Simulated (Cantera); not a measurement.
A closed system holds: 1 mol CF4, 0.98 mol H2, held at 1248.15 K and 10.0 mbar.

These are equilibrium values from Cantera (NASA tables, ideal gas, pure condensed phases), not measurements of a reactor. Candidate condensed phases: C, C6H6, C7H8, C8H18; 95 gas species. Gases not in the tables: C2F6 and larger saturated fluorocarbons. Equilibrium is a limit: real reactors are often held back by kinetics, nucleation or transport.

Base state: HF 0.794, CF4 0.206 (mole fractions); condensed: C(graphite).

Q: What changes in the equilibrium state with this change: H2 from 0.98 to 0.042 mol?

A: 
```tsv
species	before	after
CF4	0.206	0.921
HF	0.794	0.0790
C(graphite), mol	0.490	0.0210
```
